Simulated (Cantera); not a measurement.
An isothermal, constant-pressure homogeneous reactor starts with 1.35 % CH₄, 98.6 % H₂, at 2000 K and 2670 Pa.

Model: GRI-Mech 3.0 (53 species, 325 reactions), integrated in Cantera. GRI-Mech 3.0 stops at C3 and has no aromatics, soot or wall deposition, so with more carbon than oxygen in the feed, carbon stays in small species such as C2H2 where larger ones or solid carbon would form. Radical loss at walls, strong at low pressure, is not modelled.

x: mole fraction; the columns are a selection and need not sum to one.

```
t (s)        x CH₄   x H₂       x H    x C₂H₆     x CH₃
--------  --------  -----  --------  --------  --------
0.000400    0.0135  0.986  0.000203   4.09e-9   5.70e-5
0.000815    0.0134  0.986  0.000415   1.69e-8  0.000113
0.00166     0.0133  0.986  0.000844   6.30e-8  0.000226
0.00338     0.0130  0.985       ___       ___       ___
0.00688     0.0123  0.983   0.00327   4.82e-7  0.000803
0.0140         ___  0.982       ___       ___       ___
0.0285     0.00652  0.983   0.00677   3.36e-7  0.000883
0.0581     0.00323  0.984   0.00768   9.46e-8  0.000496
0.118      0.00138  0.984   0.00850   1.92e-8  0.000235
0.241     0.000566  0.984   0.00916   3.49e-9  0.000104
0.491     0.000238  0.984   0.00962  6.50e-10   4.58e-5
1.00      0.000107  0.983   0.00986  1.36e-10   2.11e-5
```

Problem. Some entries are withheld; supply them.

Solution. 
- 0.00338, x H: 0.00170
- 0.00338, x C₂H₆: 2.02e-7
- 0.00338, x CH₃: 0.000443
- 0.0140, x CH₄: 0.0102
- 0.0140, x H: 0.00534
- 0.0140, x C₂H₆: 6.28e-7
- 0.0140, x CH₃: 0.00109
